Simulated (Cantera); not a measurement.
Charge: 1 mol C3H8, a varied amount of H2, 11 mol N2, equilibrated at 6300000 Pa.

Cantera equilibrium calculation (NASA polynomials, part measured and part estimated; ideal gas, pure solids and liquids). Candidate condensed phases: C, C6H6, C7H8, C8H18; 92 gas species. The ideal-gas law is rough above about 30 bar. Kinetics and transport are ignored.

Stable condensed phases, one row left out:

```
T in K \ n(H2) in mol
         0.75  1.1  1.5  2.1    3  4.3  6.1  8.6   12   17   24   34   49
   1500     A    A    A    A    A    A    A    A    A    A    A    B    B
   1450     A    A    A    A    A    A    A    A    A    A    A    B    B
   1400     A    A    A    A    A    A    A    A    A    A    B    B    B
   1350     A    A    A    A    A    A    A    A    A    A    B    B    B
   1300     A    A    A    A    A    A    A    A    A    B    B    B    B
   1250     A    A    A    A    A    A    A    A    A    B    B    B    B
   1200     A    A    A    A    A    A    A    A    B    B    B    B    B
   1150     A    A    A    A    A    A    A    B    B    B    B    B    B
   1100     A    A    A    A    A    A    A    B    B    B    B    B    B
   1050     A    A    A    A    A    A    B    B    B    B    B    B    B
    950     A    A    A    A    A    B    B    B    B    B    B    B    B
    900     A    A    A    A    A    B    B    B    B    B    B    B    B
```

A: C; B: gas only.

Problem. Give the row for 1000 K.

Solution. 0.75: C; 1.1: C; 1.5: C; 2.1: C; 3: C; 4.3: C; 6.1: gas only; 8.6: gas only; 12: gas only; 17: gas only; 24: gas only; 34: gas only; 49: gas only.
